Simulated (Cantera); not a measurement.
Charge: 1 mol Cu₂O, 0.52 mol C, 5 mol N₂, held at 180000 Pa.

Equilibrium computed with Cantera from the NASA thermochemical tables; the gas is ideal and each condensed phase is pure. Candidate condensed phases: C, Cu, CuO, Cu₂O; 27 gas species. Rates play no part.

**Question.** Which condensed phases are stable at each of these points (T (°C)): 677, 727, 777, 827, 877, 927, 977, 1027, 1077, 1127, 1177, 1227, 1277, 1327?

**Answer.** 
```tsv
T (°C)	condensed phases	Cu condensed (%)
677	Cu(s)	100.0
727	Cu(s)	100.0
777	Cu(s)	100.0
827	Cu(s)	100.0
877	Cu(s)	100.0
927	Cu(s)	100.0
977	Cu(s)	100.0
1027	Cu(s)	100.0
1077	Cu(s)	100.0
1127	Cu(l)	100.0
1177	Cu(l)	100.0
1227	Cu(l)	100.0
1277	Cu(l)	100.0
1327	Cu(l)	100.0
```

From 677 °C to 1077 °C the condensed part is Cu(s). From 1127 °C to 1327 °C the condensed part is Cu(l).
